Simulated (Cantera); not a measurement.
Charge: 1 mol HBr, 4.4 mol O2, 0.83 mol N2, at 7.50 Torr.

Cantera equilibrium calculation (NASA polynomials, part measured and part estimated; ideal gas, pure solids and liquids). Candidate condensed phases: Br2, H2O; 27 gas species. Rates play no part. All values below are at 2827 °C.

Base state: O 0.579, O2 0.135, Br 0.0995, H 0.0786, N2 0.0761, OH 0.0166, NO 0.0134, H2 0.00137 (mole fractions); condensed: gas only.

**Question.** What changes in the equilibrium state with this change: O2 from 4.4 to 3.1 mol?

**Answer.** 
```csv
species,before,after
O,0.579,0.527
Br,0.0995,0.126
O2,0.135,0.112
N2,0.0761,0.0981
H,0.0786,0.1000
OH,0.0166,0.0193
NO,0.0134,0.0138
H2,0.00137,0.00221
HBr,0.000323,0.000521
```
